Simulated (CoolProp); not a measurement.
Saturation properties of cyclohexane.

Model: reference Helmholtz-energy equation of state, Zhou 2014, in CoolProp.

| T (°C) | p (MPa) | enthalpy of vaporisation (kJ/kg) | liquid cp (kJ/(kg K)) | vapour viscosity (µPa s) |
|---|---|---|---|---|
| 67.15 | 0.06612 | 365.5 | 2.061 | 7.83 |
| 74.35 | 0.08334 | 360.7 | 2.096 | 7.98 |
| 81.65 | 0.1042 | 355.7 | 2.132 | 8.12 |
| 88.85 | 0.1286 | 350.7 | 2.169 | 8.27 |
| 96.05 | 0.1571 | 345.7 | 2.205 | 8.42 |
| 103.25 | 0.1903 | 340.5 | 2.243 | 8.57 |
| 110.45 | 0.2287 | 335.2 | 2.281 | 8.72 |
| 117.65 | 0.2726 | 329.7 | 2.319 | 8.88 |
| 124.85 | 0.3227 | 324.1 | 2.359 | 9.04 |
| 132.05 | 0.3794 | 318.3 | 2.400 | 9.21 |

It boils at 80.7 °C under 1 atm.

Viscosity comes from a separate model (Tariq 2014).
